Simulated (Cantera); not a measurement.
Charge: 1 mol B2O3, 17 mol H2.

Cantera equilibrium calculation (NASA polynomials, part measured and part estimated; ideal gas, pure solids and liquids). Candidate condensed phases: B, B2O3, B3O3H3, H2O; 23 gas species. The numbers say what is thermodynamically allowed, not how fast it happens.

Stable condensed phases, one row left out:

```
T in K \ P in Pa
             10     37    140    520   1900   7200  27000 100000
   2198       A      A      A      A      A      A      A      A
   2098       A      A      A      A      A      A      A      A
   1898       A      A      A      A      A      A      A      B
   1798       A      A      A      A      A      A      B      B
   1698       A      A      A      A      A      B      B      B
   1598       A      A      A      B      B      B      B      B
   1498       A      A      B      B      B      B      B      B
   1398       B      B      B      B      B      B      B      B
   1298       B      B      B      B      B      B      B      B
   1198       B      B      B      B      B      B      B      B
   1098       B      B      B      B      B      B      B      B
    998       B      B      B      B      B      B      B      B
    898       B      B      B      B      B      B      B      B
```

A: gas only; B: B2O3.

Task: Give the row for 1998 K.

Result: 10: gas only; 37: gas only; 140: gas only; 520: gas only; 1900: gas only; 7200: gas only; 27000: gas only; 100000: gas only.
